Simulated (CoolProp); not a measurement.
The fluid at 298.15 K and 2.52 MPa flows at 1.7 m/s in a round tube of 12.7 mm bore and 1.5 µm roughness, fully developed (64/Re and Nu = 3.66 if laminar; Colebrook and Gnielinski if turbulent). The same conditions are run with several fluids, on thermodynamics alone (safety and materials aside).

Computed with CoolProp (reference Helmholtz-energy equation of state of each fluid (CH2F2 (R32): Tillner-Roth 1997; R152A: Outcalt 1996; R245fa: Akasaka 2015; toluene: Lemmon 2006; n-nonane: Lemmon 2006)).

```
fluid        Reynolds number  Darcy friction factor  pressure drop (Pa/m)  heat-transfer coefficient (W/(m² K))  mass flow (kg/h)
-----------  ---------------  ---------------------  --------------------  ------------------------------------  ----------------
CH2F2 (R32)           184000                 0.0168                  1840                                  5380               749
R152A                 117000                 0.0181                  1860                                  3790               703
R245fa                 71200                 0.0198                  3040                                  3060              1040
toluene                33100                 0.0233                  2290                                  2430               670
n-nonane               23000                 0.0253                  2060                                  2060               555
```

Transport values come from each fluid's own correlations; those of CH2F2 (R32), R152A, R245fa are estimates that may be off by 10 % or more.
